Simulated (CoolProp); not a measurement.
Vapour-liquid equilibrium of n-heptane (1) + m-xylene (2) at 0.0801 MPa; x and y are mole fractions of (1).

The numbers come from the multi-fluid Helmholtz-energy mixture model, Span 2003 and Zhou 2012; pair parameters Bell 2016 in CoolProp.

| x | bubble temperature, mixture model (°C) | bubble temperature, Raoult's law (°C) | y, mixture model | y, Raoult's law |
|---|---|---|---|---|
| 0.05 | 125.9 | 127.1 | 0.162 | 0.137 |
| 0.125 | 120.3 | 122.5 | 0.340 | 0.305 |
| 0.2 | 115.7 | 118.3 | 0.468 | 0.439 |
| 0.275 | 111.9 | 114.6 | 0.565 | 0.547 |
| 0.35 | 108.6 | 111.2 | 0.642 | 0.635 |
| 0.425 | 105.8 | 108.0 | 0.705 | 0.708 |
| 0.5 | 103.3 | 105.2 | 0.759 | 0.769 |
| 0.575 | 101.0 | 102.5 | 0.805 | 0.820 |
| 0.65 | 98.9 | 100.1 | 0.847 | 0.863 |
| 0.725 | 96.9 | 97.8 | 0.884 | 0.901 |
| 0.8 | 95.1 | 95.6 | 0.919 | 0.933 |
| 0.875 | 93.3 | 93.6 | 0.951 | 0.961 |
| 0.95 | 91.7 | 91.8 | 0.981 | 0.985 |

The largest gap from Raoult's law is -2.7 K in bubble temperature, at x = 0.275. No azeotrope shows between x = 0.05 and 0.95.

The pair parameters rest on a limited set of measurements; away from them the model extrapolates.
